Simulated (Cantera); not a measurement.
An isothermal, constant-pressure homogeneous reactor starts with CH₄ : N₂ = 1 : 3.2 (molar parts), at 1850 K and 0.0267 bar.

Detailed kinetics in Cantera: GRI-Mech 3.0 (53 species, 325 reactions). GRI-Mech 3.0 stops at C3 and has no aromatics, soot or wall deposition, so with more carbon than oxygen in the feed, carbon stays in small species such as C2H2 where larger ones or solid carbon would form. Radical loss at walls, strong at low pressure, is not modelled.

Task: Predict: x(CH₄) at 80.0 s; x(H₂) at 80.0 s; x(HCN) at 80.0 s; x(C₂H₂) at 80.0 s; x(H) at 80.0 s; x(C₂H₄) at 80.0 s.

Result: 
| Item | Result |
|---|---|
| x(CH₄) at 80.0 s | 4.66e-5 (gas-phase equilibrium 3.52e-5) |
| x(H₂) at 80.0 s | 0.287 (gas-phase equilibrium 0.287) |
| x(HCN) at 80.0 s | 0.000211 (gas-phase equilibrium 0.101) |
| x(C₂H₂) at 80.0 s | 0.0959 (gas-phase equilibrium 0.0453) |
| x(H) at 80.0 s | 0.00178 (gas-phase equilibrium 0.00178) |
| x(C₂H₄) at 80.0 s | 1.22e-5 (gas-phase equilibrium 5.76e-6) |
